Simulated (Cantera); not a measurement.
**Dilute partial oxidation**

An isothermal, constant-pressure homogeneous reactor starts with 0.431 % CH₄, 1.57 % O₂, 98.0 % N₂, at 1050 K and 1000000 Pa.

Model: GRI-Mech 3.0 (53 species, 325 reactions), integrated in Cantera.

```json
[
 {"t (s)": "0.000200", "x CH₄": "0.00431", "x O₂": "0.0157", "x OH": "<1e-12", "x H": "<1e-12", "x CH₂CO": "<1e-12", "x H₂O": "7.48e-12"},
 {"t (s)": "0.000743", "x CH₄": "0.00431", "x O₂": "0.0157", "x OH": "<1e-12", "x H": "<1e-12", "x CH₂CO": "<1e-12", "x H₂O": "1.15e-10"},
 {"t (s)": "0.00276", "x CH₄": "0.00431", "x O₂": "0.0157", "x OH": "2.09e-12", "x H": "<1e-12", "x CH₂CO": "<1e-12", "x H₂O": "1.97e-9"},
 {"t (s)": "0.0102", "x CH₄": "0.00431", "x O₂": "0.0157", "x OH": "1.23e-11", "x H": "1.78e-12", "x CH₂CO": "<1e-12", "x H₂O": "4.02e-8"},
 {"t (s)": "0.0381", "x CH₄": "0.00431", "x O₂": "0.0157", "x OH": "4.02e-11", "x H": "8.17e-12", "x CH₂CO": "<1e-12", "x H₂O": "6.60e-7"},
 {"t (s)": "0.141", "x CH₄": "0.00430", "x O₂": "0.0157", "x OH": "1.17e-10", "x H": "3.59e-11", "x CH₂CO": "1.88e-11", "x H₂O": "6.38e-6"},
 {"t (s)": "0.525", "x CH₄": "0.000188", "x O₂": "0.00888", "x OH": "9.01e-8", "x H": "1.88e-8", "x CH₂CO": "3.99e-6", "x H₂O": "0.00803"},
 {"t (s)": "1.95", "x CH₄": "7.67e-8", "x O₂": "0.00739", "x OH": "1.89e-8", "x H": "6.73e-10", "x CH₂CO": "2.84e-11", "x H₂O": "0.00862"},
 {"t (s)": "7.25", "x CH₄": "5.44e-12", "x O₂": "0.00710", "x OH": "7.90e-9", "x H": "5.11e-11", "x CH₂CO": "<1e-12", "x H₂O": "0.00862"},
 {"t (s)": "26.9", "x CH₄": "<1e-12", "x O₂": "0.00706", "x OH": "4.41e-9", "x H": "2.67e-12", "x CH₂CO": "<1e-12", "x H₂O": "0.00862"},
 {"t (s)": "100", "x CH₄": "<1e-12", "x O₂": "0.00706", "x OH": "2.08e-8", "x H": "<1e-12", "x CH₂CO": "<1e-12", "x H₂O": "0.00862"}
]
```
x: mole fraction; the columns are a selection and need not sum to one.

Equilibrium at this temperature and pressure: CH₄ <1e-12, O₂ 0.00705, OH 2.07e-8, H <1e-12, CH₂CO <1e-12, H₂O 0.00862 (gas phase only).
